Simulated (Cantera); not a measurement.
Mixture: 40.3 % H₂, 12.6 % O₂, 47.1 % N₂, equivalence ratio 1.6, at 9000 Torr, adiabatic and at constant volume. Ignition delay is the time to a rise of 400 K.

Model: GRI-Mech 3.0 (53 species, 325 reactions), integrated in Cantera. The hydrogen kinetics of GRI-Mech 3.0 are dated; newer H2 mechanisms differ, most at raised pressure. The pressure lies above the range GRI-Mech 3.0 was tuned for (to about 10 atm).

Problem. Predict: delay at 1248 K; delay at 1323 K; delay at 1398 K; delay at 1473 K; delay at 1548 K; apparent activation energy between 1398 and 1548 K.

Solution. 
- delay at 1248 K = 20.3 µs
- delay at 1323 K = 4.17 µs
- delay at 1398 K = 2.13 µs
- delay at 1473 K = 1.40 µs
- delay at 1548 K = 1.03 µs
- apparent activation energy between 1398 and 1548 K = 88 kJ/mol
